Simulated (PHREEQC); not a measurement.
**Brackish or sea water**

Model water analysis in mg/kgw, 12 °C, pH 7.92, pe 2:

| constituent | mg/kgw |
|---|---|
| Na | 2270 |
| K | 644 |
| Ca | 1070 |
| Mg | 59.7 |
| Cl | 5560 |
| S(6) as SO4 | 498 |
| Alkalinity as HCO3 | 11.8 |
| Si as SiO2 | 90.1 |
| Br | 2.42 |

Valence states are taken as typed.

Model: ion-association model, wateq4f.dat, run in PHREEQC.

This is a speciation only: nothing precipitates in the calculation.

Q: Predict the charge-balance error.

A: charge-balance error 1.8 %.

Q: In which forms is Ca present?

A: Ca+2 95 %, CaSO4 5.0 % of the Ca.

Examples of supersaturated solids here: Quartz (slow to form), Chalcedony (slow to form). Others may be too. Away from 25 °C the constants follow the database's enthalpies or fits; those with neither stay at their 25 °C values.
